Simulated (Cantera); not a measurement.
**N2O furnace oxynitridation**

An isothermal, constant-pressure homogeneous reactor starts with 84.7 % N2O, 15.3 % N2, at 1200 K and 1.20 bar.

Detailed kinetics in Cantera: GRI-Mech 3.0 (53 species, 325 reactions). GRI-Mech 3.0 was tuned for natural gas; its chemistry of N2O as a main component is partial and can be far from experiment. The mechanism lacks the step 2 NO + O2 → 2 NO2, which can matter for NO2 below about 1400 K. The temperature is held fixed by assumption; the heat of reaction is taken as removed at once.

| t (s) | x N2O | x NO2 | x N2 | x NO | x O | x O2 |
|---|---|---|---|---|---|---|
| 3.00e-6 | 0.847 | <1e-12 | 0.153 | 4.02e-8 | 6.85e-7 | 1.71e-7 |
| 1.60e-5 | 0.847 | 4.08e-12 | 0.153 | 6.48e-7 | 1.60e-6 | 2.77e-6 |
| 8.57e-5 | 0.847 | 2.33e-10 | 0.153 | 4.90e-6 | 1.71e-6 | 2.09e-5 |
| 0.000458 | 0.847 | 7.39e-9 | 0.153 | 2.77e-5 | 1.71e-6 | 0.000118 |
| 0.00245 | 0.845 | 2.03e-7 | 0.154 | 0.000149 | 1.70e-6 | 0.000638 |
| 0.0131 | 0.837 | 4.33e-6 | 0.159 | 0.000790 | 1.70e-6 | 0.00339 |
| 0.0700 | 0.792 | 4.51e-5 | 0.186 | 0.00400 | 1.65e-6 | 0.0174 |
| 0.374 | 0.605 | 0.000220 | 0.301 | 0.0169 | 1.44e-6 | 0.0764 |
| 2.00 | 0.208 | 0.000527 | 0.548 | 0.0390 | 7.48e-7 | 0.205 |
x: mole fraction; the columns are a selection and need not sum to one.

Equilibrium at this temperature and pressure: N2O 1.60e-8, NO2 4.85e-6, N2 0.702, NO 0.000221, O 1.26e-8, O2 0.298 (gas phase only).
